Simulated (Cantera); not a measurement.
A closed system holds: 1 mol AlCl3, 1.9 mol HCl, 5.4 mol N2, held at 0.0460 bar.

Equilibrium computed with Cantera from the NASA thermochemical tables; the gas is ideal and each condensed phase is pure. Candidate condensed phases: Al, AlCl3, AlN, NH4Cl; 20 gas species. The tables' values for AlCl2 are old estimates; treat these amounts as uncertain. Kinetics and transport are ignored. All values below are at 1948 K.

Base state: N2 0.640, HCl 0.220, AlCl3 0.107, Cl 0.0181, AlCl2 0.00961, H2 0.00231, AlCl 0.00187, H 0.000253 (mole fractions); condensed: gas only.

Task: What changes in the equilibrium state with this change: pressure from 0.0460 bar to 0.100 bar?

Result: 
```tsv
species	before	after
N2	0.640	0.644
HCl	0.220	0.222
AlCl3	0.107	0.112
Cl	0.0181	0.0127
AlCl	0.00187	0.000839
H	0.000253	0.000167
AlCl2	0.00961	0.00658
Cl2	4.18e-5	4.46e-5
```
